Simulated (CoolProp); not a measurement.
A simple Rankine cycle with propyne: condensing at 293.15 K, boiler at 3.24 MPa, turbine inlet 373.5 K, turbine efficiency 0.8, pump efficiency 0.6, no recuperator. Each further row changes one setting.

Computed with CoolProp (reference Helmholtz-energy equation of state, Polt 1992). This equation is an older, rougher fit; its heat capacities, sound speeds and derivatives of the liquid may be far off and weren't checked against measurements.

| case | thermal efficiency (%) | net work (kJ/kg) | heat in (kJ/kg) | turbine exit temperature (K) | volume ratio over the turbine |
|---|---|---|---|---|---|
| as stated | 13.3 | (withheld) | 517 | 293.1 | (withheld) |
| turbine inlet 393.5 K | 13.9 | (withheld) | 577 | 307.3 | 6.26 |
| condensing temperature 285.15 K | 14.7 | 78.4 | 534 | 285.1 | 8.47 |
| boiler pressure 2.27 MPa | 11.8 | 66.3 | 562 | (withheld) | 4.32 |
| turbine efficiency 0.7 | 11.5 | 59.4 | 517 | 293.1 | 6.85 |

**Question.** What belongs in the gaps?

**Answer.** 
- as stated, net work (kJ/kg): 68.9
- as stated, volume ratio over the turbine: 6.71
- turbine inlet 393.5 K, net work (kJ/kg): 80.3
- boiler pressure 2.27 MPa, turbine exit temperature (K): 306.7

The expansion ends wet for: as stated; condensing temperature 285.15 K; turbine efficiency 0.7.
